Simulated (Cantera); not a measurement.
**Adiabatic ignition**

An adiabatic, constant-volume homogeneous reactor starts with 7.59 % CH4, 2.73 % H2, 18.8 % O2, 70.7 % N2, 0.167 % H2O, equivalence ratio 0.88, at 1725 K and 3750 Torr.

Cantera simulation using GRI-Mech 3.0 (53 species, 325 reactions); the numbers are that mechanism's predictions, not measurements. Above 3000 K some thermodynamic fits are extrapolated.

| t (s) | T (K) | P (bar) | x CH4 | x H2 | x O2 | x N2O | x CH2CO |
|---|---|---|---|---|---|---|---|
| 9.00e-6 | 1728 | 5.01 | 0.0744 | 0.0271 | 0.187 | 3.45e-9 | 1.79e-7 |
| 1.96e-5 | 1966 | 5.76 | 0.0442 | 0.0333 | 0.158 | 8.63e-8 | 0.000415 |
| 4.29e-5 | 3093 | 9.24 | <1e-12 | 0.0155 | 0.0342 | 2.58e-6 | <1e-12 |
| 9.35e-5 | 3081 | 9.20 | <1e-12 | 0.0157 | 0.0311 | 2.73e-6 | <1e-12 |
| 0.000204 | 3075 | 9.17 | <1e-12 | 0.0158 | 0.0294 | 2.87e-6 | <1e-12 |
| 0.000445 | 3074 | 9.17 | <1e-12 | 0.0159 | 0.0292 | 2.89e-6 | <1e-12 |
| 0.000972 | 3074 | 9.17 | <1e-12 | 0.0159 | 0.0292 | 2.89e-6 | <1e-12 |
| 0.00212 | 3074 | 9.17 | <1e-12 | 0.0159 | 0.0292 | 2.89e-6 | <1e-12 |
| 0.00463 | 3074 | 9.17 | <1e-12 | 0.0159 | 0.0292 | 2.89e-6 | <1e-12 |
| 0.0101 | 3074 | 9.17 | <1e-12 | 0.0159 | 0.0292 | 2.89e-6 | <1e-12 |
| 0.0220 | 3074 | 9.17 | <1e-12 | 0.0159 | 0.0292 | 2.89e-6 | <1e-12 |
| 0.0481 | 3074 | 9.17 | <1e-12 | 0.0159 | 0.0292 | 2.89e-6 | <1e-12 |
| 0.105 | 3074 | 9.17 | <1e-12 | 0.0159 | 0.0292 | 2.89e-6 | <1e-12 |
| 0.229 | 3074 | 9.17 | <1e-12 | 0.0159 | 0.0292 | 2.89e-6 | <1e-12 |
| 0.500 | 3074 | 9.17 | <1e-12 | 0.0159 | 0.0292 | 2.89e-6 | <1e-12 |
x: mole fraction; the columns are a selection and need not sum to one.

- time of steepest temperature rise: 21.2 µs
- temperature at 0.500 s: 3074 K
- equilibrium temperature: 3074 K
- x(CH4) at 0.500 s: <1e-12 (gas-phase equilibrium <1e-12)
- x(H2) at 0.500 s: 0.0159 (gas-phase equilibrium 0.0159)
- x(O2) at 0.500 s: 0.0292 (gas-phase equilibrium 0.0292)
